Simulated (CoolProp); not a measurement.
Vapour-liquid equilibrium of carbonyl sulfide (1) + propane (2) at -3.05 °C; x and y are mole fractions of (1).

Computed with CoolProp (multi-fluid Helmholtz-energy mixture model, Lemmon 2006 and Lemmon 2009; pair parameters Bell 2016).

**Question.** Give the bubble pressure and the first vapour's composition at x = 0.05, 0.5, 0.65. Is there an azeotrope?

**Answer.** x = 0.05: 0.4430 MPa, y = 0.071; x = 0.5: 0.5184 MPa, y = 0.562; x = 0.65: 0.5397 MPa, y = 0.703. No azeotrope shows between x = 0.05 and 0.95.

The pair parameters rest on a limited set of measurements; away from them the model extrapolates.
